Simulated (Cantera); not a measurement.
Mixture: 15.0 % H2, 17.8 % O2, 67.2 % N2, at 500000 Pa, adiabatic and at constant pressure. Ignition delay is the time to a rise of 400 K.

Model: the H2/O2 subset of GRI-Mech 3.0, which has no nitrogen chemistry, integrated in Cantera. The hydrogen kinetics of GRI-Mech 3.0 are dated; newer H2 mechanisms differ, most at raised pressure. Below about 950 K walls govern HO2 and H2O2 in real vessels.

Problem. Predict: delay at 850 K; delay at 1050 K; delay at 1250 K; delay at 1450 K.

Solution. 
```
Property           Value
---------------  -------
delay at 850 K    1.27 s
delay at 1050 K  3.82 ms
delay at 1250 K  10.7 µs
delay at 1450 K  4.05 µs
```
